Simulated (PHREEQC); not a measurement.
NaOH is added in steps, without added water, to 1 kg of water holding 0.019 mol/kgw NH3, 3.6e-05 mol/kgw H4SiO4 and 0.015 mol/kgw KH2PO4, at 25 °C. Oxygen is held at 0.21 atm. CO2 from the air is kept out. Only these solids could form: SiO2(a).

Base run: PHREEQC, ion-association model, phreeqc.dat. Each further column changes one thing. The table gives PO4-3 (mol/kgw).

| NaOH added (mol) | base | Davies equation for every ion | metal-ligand complexes left out | Debye-Hückel limiting law | all activity coefficients set to 1 |
|---|---|---|---|---|---|
| 0 | 1.12e-5 | 1.04e-5 | 1.14e-5 | 1.39e-5 | 4.15e-6 |
| 0.0025 | 2.10e-5 | 1.96e-5 | 2.14e-5 | 2.63e-5 | 7.63e-6 |
| 0.00375 | 2.75e-5 | 2.58e-5 | 2.81e-5 | 3.46e-5 | 9.98e-6 |
| 0.00625 | 4.60e-5 | 4.32e-5 | 4.72e-5 | 5.80e-5 | ___ |
| 0.00875 | 7.84e-5 | 7.36e-5 | 8.07e-5 | 9.87e-5 | 2.85e-5 |
| 0.01 | 0.000106 | 9.90e-5 | 0.000109 | 0.000133 | 3.85e-5 |
| 0.0125 | 0.000220 | 0.000207 | 0.000226 | ___ | ___ |
| 0.015 | 0.000631 | 0.000603 | 0.000645 | 0.000738 | 0.000304 |
| 0.01625 | 0.00109 | 0.00105 | 0.00111 | ___ | 0.000613 |
| 0.01875 | 0.00228 | 0.00221 | 0.00231 | 0.00251 | 0.00141 |
| 0.02125 | 0.00352 | 0.00341 | 0.00357 | ___ | 0.00220 |
| 0.0225 | 0.00411 | 0.00399 | 0.00417 | 0.00454 | 0.00257 |
| 0.025 | 0.00523 | 0.00507 | 0.00531 | 0.00579 | ___ |

### Question
Complete the blanks.

### Answer

- 0.00625, all activity coefficients set to 1: 1.67e-5
- 0.0125, Debye-Hückel limiting law: 0.000272
- 0.0125, all activity coefficients set to 1: 8.35e-5
- 0.01625, Debye-Hückel limiting law: 0.00123
- 0.02125, Debye-Hückel limiting law: 0.00387
- 0.025, all activity coefficients set to 1: 0.00328
